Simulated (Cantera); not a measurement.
A closed system holds: 1 mol SiC, 0.11 mol N₂O, 6.7 mol H₂, 0.043 mol O₂, equilibrated at 0.825 Torr.

Equilibrium computed with Cantera from the NASA thermochemical tables; the gas is ideal and each condensed phase is pure. Candidate condensed phases: C, C₆H₆, C₇H₈, C₈H₁₈, H₂O, Si, SiC, SiO₂, Si₂N₂O, Si₃N₄; 151 gas species. The tables' values for SiN are old estimates; treat these amounts as uncertain. Gases not in the tables: Si₂H₆ and higher silanes. The numbers say what is thermodynamically allowed, not how fast it happens.

**Question.** At 1800 °C, list the 5 most abundant gas species with their mole fractions, and the condensed phases.

**Answer.** H₂ 0.863, H 0.0737, CO 0.0237, Si 0.0207, N₂ 0.0144. Condensed: SiC(s).
